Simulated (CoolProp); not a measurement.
Vapour-liquid equilibrium of R134a (1) + R124 (2) at 0.243 MPa; x and y are mole fractions of (1).

Computed with CoolProp (multi-fluid Helmholtz-energy mixture model, Tillner-Roth 1994 and de Vries 1995; pair parameters Bell 2016).

```tsv
x	bubble temperature, mixture model (°C)	bubble temperature, Raoult's law (°C)	y, mixture model	y, Raoult's law
0.05	9.7	10.0	0.091	0.085
0.2	6.0	6.9	0.317	0.308
0.35	3.0	4.2	0.492	0.490
0.5	0.6	1.8	0.633	0.642
0.65	-1.4	-0.5	0.753	0.769
0.8	-3.1	-2.5	0.861	0.878
0.95	-4.6	-4.4	0.965	0.972
```

The largest gap from Raoult's law is -1.2 K in bubble temperature, at x = 0.35. No azeotrope shows between x = 0.05 and 0.95.

Pair parameters are fitted to limited data, so mixtures are less certain than the pure fluids.
